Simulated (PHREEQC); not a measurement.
1 kg of water holding 6.9 mmol/kgw NaCl, 36 mmol/kgw Na2SO4, 17 mmol/kgw Na2CO3 and 7.2 mmol/kgw NaHCO3 is evaporated at 25 °C; the solids stay in contact with the brine. No CO2 enters from the air. Solids allowed: Burkeite, Halite, Mirabilite, Nahcolite, Natron, Thenardite, Trona. Others were left out.

Computed with PHREEQC (Pitzer model, pitzer.dat).

| water left (kg) | ionic strength | water activity | Mirabilite (mol) |
|---|---|---|---|
| 1 | 0.173 | 0.997 | 0 |
| 0.6755 | 0.256 | 0.996 | 0 |
| 0.5552 | ___ | ___ | 0 |
| 0.375 | 0.461 | 0.993 | 0 |
| 0.2533 | 0.683 | 0.990 | 0 |
| 0.2082 | 0.831 | 0.988 | 0 |
| 0.1407 | 1.23 | 0.983 | 0 |
| 0.09502 | ___ | 0.975 | 0 |
| 0.06418 | 2.70 | 0.965 | 0 |
| 0.05276 | 3.28 | 0.957 | 0 |
| 0.03564 | 4.86 | 0.938 | 0 |
| 0.02408 | 7.19 | 0.907 | 0 |
| 0.01959 | 8.66 | 0.885 | 0.00113 |
| 0.0101 | ___ | 0.838 | 0.0177 |
| 0.005222 | 11.5 | 0.806 | 0.0200 |
| 0.004941 | 11.4 | 0.805 | 0.0126 |
| 0.004804 | 11.4 | 0.805 | 0 |

### Question
Some entries are withheld; supply them.

### Answer

- 0.5552, ionic strength: 0.312
- 0.5552, water activity: 0.995
- 0.09502, ionic strength: 1.82
- 0.0101, ionic strength: 10.9
